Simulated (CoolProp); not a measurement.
Vapour-liquid equilibrium of cyclohexane (1) + n-octane (2) at 51.75 °C; x and y are mole fractions of (1).

Computed with CoolProp (multi-fluid Helmholtz-energy mixture model, Zhou 2014 and Beckmüller 2019; pair parameters Bell 2016).

```
x     bubble pressure, mixture model (MPa)  bubble pressure, Raoult's law (MPa)  y, mixture model  y, Raoult's law
----  ------------------------------------  -----------------------------------  ----------------  ---------------
0.05                              0.008872                             0.008851             0.219            0.219
0.15                               0.01208                              0.01199             0.485            0.484
0.25                               0.01528                              0.01513             0.640            0.639
0.35                               0.01847                              0.01827             0.741            0.741
0.45                               0.02163                              0.02142             0.811            0.813
0.55                               0.02475                              0.02456             0.864            0.867
0.65                               0.02785                              0.02770             0.905            0.908
0.75                               0.03093                              0.03084             0.938            0.941
0.85                               0.03402                              0.03398             0.966            0.968
0.95                               0.03713                              0.03712             0.989            0.990
```

The largest gap from Raoult's law is +1.1 % in bubble pressure, at x = 0.35. No azeotrope shows between x = 0.05 and 0.95.

The pair parameters rest on a limited set of measurements; away from them the model extrapolates.
